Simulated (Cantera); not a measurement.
An isothermal, constant-pressure homogeneous reactor starts with CH₄ : CO₂ : H₂ = 1 : 0.93 : 0.16 (molar parts), at 2000 K and 7500 Torr.

Computed with Cantera and GRI-Mech 3.0 (53 species, 325 reactions).

One state of this run: x CH₄ = 0.0168; x CO₂ = 0.0220; x H₂ = 0.408; x H₂O = 0.107; x CO = 0.380; x C₂H = 9.83e-7. x: mole fraction; the columns are a selection and need not sum to one.

Problem. Which value of t (s) does it belong to?
A. 0.00527
B. 9.27
C. 0.0341
D. 0.000814

Solution. A, 0.00527
